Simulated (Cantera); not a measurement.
**Low-pressure radical oxidation in H2/O2**

A perfectly stirred reactor is fed with 14.5 % H2, 85.5 % O2, at 0.00560 bar; it is held at 1300 K, and followed from long to short residence time.

Cantera simulation using the H2/O2 subset of GRI-Mech 3.0, which has no nitrogen chemistry; the numbers are that mechanism's predictions, not measurements. Radical loss at walls, strong at low pressure, is not modelled. The temperature is held fixed by assumption; the heat of reaction is taken as removed at once.

```
τ (s)       x H2   x O2       x H   x H2O2     x OH    x HO2
------  --------  -----  --------  -------  -------  -------
19      0.000197  0.841  0.000174  4.09e-8  0.00202  7.48e-7
6.2     0.000407  0.838  0.000527  5.59e-8  0.00291  1.15e-6
2.0     0.000832  0.833   0.00158  7.26e-8  0.00417  1.61e-6
0.63     0.00166  0.823   0.00456  8.74e-8  0.00588  2.05e-6
0.20     0.00303  0.807    0.0115  9.47e-8  0.00785  2.33e-6
0.064    0.00477  0.785    0.0226  9.38e-8  0.00959  2.42e-6
0.021    0.00675  0.770    0.0324  9.30e-8   0.0108  2.40e-6
0.0066    0.0105  0.766    0.0382  1.01e-7   0.0120  2.37e-6
0.0021    0.0201  0.772    0.0401  1.22e-7   0.0136  2.32e-6
```
x: mole fraction; the columns are a selection and need not sum to one.
